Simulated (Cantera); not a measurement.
What does this Cantera script print?

```python
import numpy as np
import cantera as ct

gas = ct.Solution("gri30.yaml", transport_model="multicomponent")
show = ['H2', 'NO', 'NH3']

rows = []
print(f"{'T/K':>7s}{'rho':>11s}{'cp':>10s}{'mu':>11s}{'lambda':>11s}{'Pr':>7s}" + "".join(f"{'D_' + s:>11s}" for s in show))
for T in [400, 550, 700, 850, 1000, 1150]:
    gas.TPX = T, 500000, {'C2H6': 0.69}
    Pr = gas.cp_mass * gas.viscosity / gas.thermal_conductivity
    D = [gas.mix_diff_coeffs_mole[gas.species_index(s)] for s in show]
    rows.append([gas.density, gas.cp_mass, gas.viscosity, gas.thermal_conductivity, Pr, *D])
    print(f"{T:7g}{gas.density:11.4e}{gas.cp_mass:10.1f}{gas.viscosity:11.4e}"
          f"{gas.thermal_conductivity:11.4e}{Pr:7.3f}" + "".join(f"{d:11.4e}" for d in D))
print("SI units: kg/m3, J/kg/K, Pa s, W/m/K, m2/s")
```

It prints:

```
    T/K        rho        cp         mu     lambda     Pr       D_H2       D_NO      D_NH3
    400 4.5207e+00    2166.5 1.2323e-05 3.5498e-02  0.752 1.9098e-05 4.9818e-06 5.2032e-06
    550 3.2878e+00    2784.4 1.6244e-05 6.0058e-02  0.753 3.2926e-05 8.7516e-06 9.6230e-06
    700 2.5833e+00    3308.0 1.9713e-05 8.6597e-02  0.753 4.9473e-05 1.3285e-05 1.5106e-05
    850 2.1274e+00    3716.6 2.2851e-05 1.1290e-01  0.752 6.8506e-05 1.8509e-05 2.1532e-05
   1000 1.8083e+00    4080.0 2.5738e-05 1.3977e-01  0.751 8.9859e-05 2.4375e-05 2.8811e-05
   1150 1.5724e+00    4364.9 2.8428e-05 1.6540e-01  0.750 1.1340e-04 3.0843e-05 3.6879e-05
SI units: kg/m3, J/kg/K, Pa s, W/m/K, m2/s
```

Computed with Cantera and GRI-Mech 3.0 (53 species, 325 reactions). The composition is frozen, though it would react at the higher temperatures.
